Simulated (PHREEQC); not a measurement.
FeCl3 is added in steps, without added water, to 1 kg of water holding 31 mmol/kgw ZnCl2, 0.049 mmol/kgw NaOH and 0.041 mmol/kgw MnSO4, at 20 °C. No oxygen is let in. No CO2 enters from the air. The run lets Hematite, Pyrochroite, Zincite(c), Zn4(OH)6SO4, Zn5(OH)8Cl2, Jarosite-Na, Halite, Mirabilite, Goslarite precipitate or redissolve, and no other solid.

Base run: PHREEQC, ion-association model, wateq4f.dat. Each further column changes one thing. The table gives FeCl+2 (mol/kgw).

| FeCl3 added (mol) | base | NaOH left out | temperature from 20 to 80 °C | NaOH from 4.9e-05 to 9.8e-06 mol/kgw | no solid may form |
|---|---|---|---|---|---|
| 0 | 0 | 0 | 0 | 0 | 0 |
| 0.015 | 4.40e-6 | 4.42e-6 | [?] | 4.41e-6 | [?] |
| 0.03 | 5.12e-5 | 5.13e-5 | 2.70e-6 | 5.13e-5 | 0.0100 |
| 0.045 | 0.000225 | 0.000226 | [?] | 0.000226 | 0.0171 |
| 0.06 | 0.000649 | 0.000649 | 3.71e-5 | 0.000649 | 0.0249 |
| 0.075 | 0.00146 | 0.00146 | 8.82e-5 | 0.00146 | [?] |
| 0.09 | 0.00277 | 0.00277 | [?] | 0.00277 | [?] |
| 0.105 | 0.00466 | 0.00466 | 0.000331 | 0.00466 | 0.0504 |
| 0.12 | 0.00715 | 0.00716 | 0.000561 | 0.00716 | 0.0593 |

### Question
What belongs in the gaps?

### Answer

- 0.015, temperature from 20 to 80 °C: 2.25e-7
- 0.015, no solid may form: 0.00398
- 0.045, temperature from 20 to 80 °C: 1.23e-5
- 0.075, no solid may form: 0.0331
- 0.09, temperature from 20 to 80 °C: 0.000180
- 0.09, no solid may form: 0.0417

 Constants without temperature data keep their 25 °C values here. In at least one series the solution becomes supersaturated in solids that the run did not let form, among them Hematite. Solids allowed in the column 'NaOH left out': Hematite, Pyrochroite, Zincite(c), Zn4(OH)6SO4, Zn5(OH)8Cl2, Goslarite.
